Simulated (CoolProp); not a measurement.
Vapour-liquid equilibrium of propane (1) + isobutane (2) at 211.6 K; x and y are mole fractions of (1).

Values from CoolProp's multi-fluid Helmholtz-energy mixture model, Lemmon 2009 and Bücker 2006; pair parameters Kunz 2012.

Task: Give the bubble pressure and the first vapour's composition at x = 0.35, 0.575, 0.95. Is there an azeotrope?

Result: x = 0.35: 0.1904 bar, y = 0.708; x = 0.575: 0.2584 bar, y = 0.858; x = 0.95: 0.3771 bar, y = 0.989. No azeotrope shows between x = 0.05 and 0.95.

The pair parameters rest on a limited set of measurements; away from them the model extrapolates. The gap from Raoult's law changes sign with composition, which may be real or a fault of the pair parameters; it wasn't checked against measurements.
